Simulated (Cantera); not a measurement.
What does this Cantera script print?

```python
import numpy as np
import cantera as ct

gas_names = """
    C CH CH2 CH3 CH2OH CH3O CH4 CH3OH CN CO CO2 COOH C2 C2H CHCO,ketyl C2H2,acetylene C2H2,vinylidene
    CH2CO,ketene C2H3,vinyl CH3CN CH3CO,acetyl C2H4 C2H4O,ethylen CH3CHO,ethanal CH3COOH (HCOOH)2 C2H5
    C2H6 CH3OCH3 C2H5OH CCN CNC C2N2 C2O C3 C3H3,propargyl C3H4,allene C3H4,propyne C3H4,cyclo-
    C3H5,allyl C3H6,propylene C3H6,cyclo- C3H6O C3H7,n-propyl C3H7,i-propyl C3H8 C3H8O,1propanol
    C3H8O,2propanol C3O2 C4 C4H2 C4H4,1,3-cyclo- C4H6,butadiene C4H6,2-butyne C4H6,cyclo- C4H8,1-butene
    C4H8,cis2-buten C4H8,tr2-butene C4H8,isobutene C4H8,cyclo- (CH3COOH)2 C4H9,n-butyl C4H9,i-butyl
    C4H9,s-butyl C4H9,t-butyl C4H10,isobutane C4H10,n-butane C4N2 C5 C5H6,1,3cyclo- C5H8,cyclo-
    C5H10,1-pentene C5H10,cyclo- C5H11,pentyl C5H11,t-pentyl C5H12,n-pentane C5H12,i-pentane
    CH3C(CH3)2CH3 C6H2 C6H5,phenyl C6H5O,phenoxy C6H6 C6H5OH,phenol C6H10,cyclo- C6H12,1-hexene
    C6H12,cyclo- C6H13,n-hexyl C7H7,benzyl C7H8 C7H8O,cresol C7H14,1-heptene C7H15,n-heptyl
    C7H16,n-heptane C8H8,styrene C8H10,ethylbenz C8H16,1-octene C8H17,n-octyl C8H18,isooctane
    C8H18,n-octane C9H19,n-nonyl C10H8,naphthale C10H21,n-decyl C12H9,o-bipheny C12H10,bipheny H HCN HCO
    HCCN HNC HNCO HNO HNO2 HNO3 HO2 H2 HCHO,formaldehy HCOOH H2O H2O2 N NCO NH NH2 NH3 NH2OH NO NO2 NO3
    N2 N2H2 N2H4 N2O O OH O2 O3 Si SiC SiC2 SiC4H12 SiH SiH2 SiH3 SiH4 SiN SiO SiO2 Si2 Si2C Si2N Si3
""".split()
cond_names = """
    C(gr) C6H6(L) C7H8(L) C8H18(L),n-octa H2O(s) H2O(L) Si(cr) Si(L) SiC(b) SiO2(Lqz) SiO2(hqz) SiO2(L)
    Si2N2O(s) Si3N4(a)
""".split()


def load(file, names, dense=False):
    # The tables refer to 1 bar. Condensed volumes are neglected.
    table = {s.name: s for s in ct.Species.list_from_file(file)}
    out = []
    for n in names:
        d = dict(table[n].input_data)
        d["thermo"] = dict(d["thermo"], **{"reference-pressure": 1e5})
        if dense:
            d["equation-of-state"] = {"model": "constant-volume", "density": "1e6 g/cm^3"}
        out.append(ct.Species.from_dict(d))
    return out


gas = ct.Solution(thermo="ideal-gas", species=load("nasa_gas.yaml", gas_names))
cond = {s.name: ct.Solution(thermo="fixed-stoichiometry", species=[s], name=s.name)
        for s in load("nasa_condensed.yaml", cond_names, dense=True)}
atoms = {
    'Si3N4': {'Si': 3, 'N': 4},
    'CO2': {'C': 1, 'O': 2},
    'H2': {'H': 2},
}
top_T = {'C(gr)': 4500, 'SiC(b)': 3050, 'Si2N2O(s)': 2100, 'Si3N4(a)': 2400}  # K; cautious upper limits of use, not melting points


def equilibrate(T, P, feed):
    n = {}
    for name, mol in feed.items():
        for a, k in atoms[name].items():
            n[a] = n.get(a, 0.0) + k * mol
    gas.TPX = T, P, n
    mass = sum(n.values()) * gas.mean_molecular_weight
    gas.equilibrate("TP")
    valid = [c for c in cond.values() if c.min_temp <= T <= top_T.get(c.name, c.max_temp)]
    mix = ct.Mixture([(gas, mass / gas.mean_molecular_weight)] + [(c, 0.0) for c in valid])
    mix.T, mix.P = T, P
    mix.equilibrate("TP", solver="vcs", rtol=1e-11, max_steps=5000)
    return mix


results = []
feed = {'Si3N4': 1, 'CO2': 0.33, 'H2': 2.5}  # mol
P = 133.322  # Pa
for T in [923, 1023, 1123, 1223, 1323, 1423, 1523, 1623, 1723, 1823, 1923, 2023]:
    mix = equilibrate(T, P, feed)
    results.append((T, P, feed, dict(zip(mix.species_names, mix.species_moles))))
    x = sorted(zip(gas.X, gas.species_names), reverse=True)
    print(f"T = {T:g} K  P = {P:g} Pa  gas = {mix.phase_moles(0):.4g} mol")
    print("   x: " + "  ".join(f"{s} {v:.3e}" for v, s in x if v > 0.0001))
    print("   condensed (mol): " + ("  ".join(f"{mix.phase(i).name} {mix.phase_moles(i):.4g}"
          for i in range(1, mix.n_phases) if mix.phase_moles(i) > 1e-12) or "none"))
```

It prints:

```
T = 923 K  P = 133.322 Pa  gas = 2.719 mol
   x: H2 9.188e-01  N2 8.090e-02  CH4 2.618e-04
   condensed (mol): C(gr) 0.3293  Si2N2O(s) 0.66  Si3N4(a) 0.56
T = 1023 K  P = 133.322 Pa  gas = 2.72 mol
   x: H2 9.190e-01  N2 8.089e-02
   condensed (mol): C(gr) 0.3298  Si2N2O(s) 0.66  Si3N4(a) 0.56
T = 1123 K  P = 133.322 Pa  gas = 2.72 mol
   x: H2 9.191e-01  N2 8.088e-02
   condensed (mol): C(gr) 0.3299  Si2N2O(s) 0.66  Si3N4(a) 0.56
T = 1223 K  P = 133.322 Pa  gas = 2.94 mol
   x: H2 8.503e-01  N2 1.496e-01
   condensed (mol): SiC(b) 0.3299  Si2N2O(s) 0.66  Si3N4(a) 0.45
T = 1323 K  P = 133.322 Pa  gas = 2.94 mol
   x: H2 8.503e-01  N2 1.496e-01
   condensed (mol): SiC(b) 0.3299  Si2N2O(s) 0.66  Si3N4(a) 0.4501
T = 1423 K  P = 133.322 Pa  gas = 2.94 mol
   x: H2 8.501e-01  N2 1.496e-01  H 1.677e-04
   condensed (mol): SiC(b) 0.3299  Si2N2O(s) 0.6598  Si3N4(a) 0.4502
T = 1523 K  P = 133.322 Pa  gas = 2.944 mol
   x: H2 8.489e-01  N2 1.496e-01  SiO 8.089e-04  H 5.832e-04
   condensed (mol): SiC(b) 0.3297  Si2N2O(s) 0.6574  Si3N4(a) 0.4511
T = 1623 K  P = 133.322 Pa  gas = 3.806 mol
   x: H2 6.561e-01  N2 3.316e-01  SiO 1.023e-02  H 1.533e-03  CO 4.191e-04  Si 1.173e-04
   condensed (mol): Si(cr) 1.216  SiC(b) 0.3284  Si2N2O(s) 0.6195  Si3N4(a) 0.05918
T = 1723 K  P = 133.322 Pa  gas = 5.173 mol
   x: H2 4.815e-01  N2 3.866e-01  SiO 1.200e-01  CO 7.567e-03  H 3.466e-03  Si 7.376e-04
   condensed (mol): Si(L) 2.084  SiC(b) 0.2907
T = 1823 K  P = 133.322 Pa  gas = 5.199 mol
   x: H2 4.766e-01  N2 3.846e-01  SiO 1.133e-01  CO 1.364e-02  H 8.192e-03  Si 3.316e-03
   condensed (mol): Si(L) 2.133  SiC(b) 0.2584
T = 1923 K  P = 133.322 Pa  gas = 5.277 mol
   x: H2 4.647e-01  N2 3.788e-01  SiO 1.029e-01  CO 2.213e-02  H 1.759e-02  Si 1.272e-02  SiH 2.592e-04  Si2C 2.484e-04  HCN 1.840e-04  Si2N 1.274e-04  Si2 1.087e-04
   condensed (mol): Si(L) 2.171  SiC(b) 0.2109
T = 2023 K  P = 133.322 Pa  gas = 5.503 mol
   x: H2 4.365e-01  N2 3.630e-01  SiO 8.804e-02  Si 4.267e-02  H 3.436e-02  CO 3.190e-02  Si2C 1.288e-03  SiH 6.621e-04  Si2 4.673e-04  HCN 3.828e-04  Si2N 2.976e-04  SiN 2.315e-04
   condensed (mol): Si(L) 2.106  SiC(b) 0.145
```

These are equilibrium values from Cantera (NASA tables, ideal gas, pure condensed phases), not measurements of a reactor. Mutual solubility and eutectic melting of coexisting phases are not modelled. The tables' values for SiN are old estimates; treat these amounts as uncertain. Gases not in the tables: Si2H6 and higher silanes.
